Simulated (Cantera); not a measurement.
**Gas-phase reforming**

An isothermal, constant-pressure homogeneous reactor starts with 37.5 % CH4, 60.0 % H2O, 2.55 % H2, at 1525 K and 1.30 bar.

Detailed kinetics in Cantera: GRI-Mech 3.0 (53 species, 325 reactions).

```tsv
t (s)	x CH4	x H2O	x H2	x HCO	x H2O2
2.00e-6	0.375	0.600	0.0255	<1e-12	<1e-12
6.70e-6	0.375	0.600	0.0255	<1e-12	<1e-12
2.24e-5	0.375	0.600	0.0255	<1e-12	<1e-12
7.52e-5	0.375	0.600	0.0255	<1e-12	<1e-12
0.000252	0.374	0.600	0.0257	6.37e-12	<1e-12
0.000844	0.373	0.600	0.0263	5.35e-11	<1e-12
0.00283	0.369	0.599	0.0294	3.33e-10	<1e-12
0.00948	0.353	0.593	0.0443	5.72e-10	<1e-12
0.0317	0.309	0.573	0.0930	4.43e-10	<1e-12
0.106	0.224	0.532	0.187	3.20e-10	<1e-12
0.356	0.124	0.475	0.304	3.51e-10	<1e-12
1.19	0.0741	0.403	0.397	8.89e-10	<1e-12
4.00	0.0660	0.310	0.476	2.20e-9	<1e-12
```
x: mole fraction; the columns are a selection and need not sum to one.

Equilibrium at this temperature and pressure: CH4 2.84e-6, H2O 0.116, H2 0.670, HCO 6.54e-9, H2O2 <1e-12 (gas phase only).
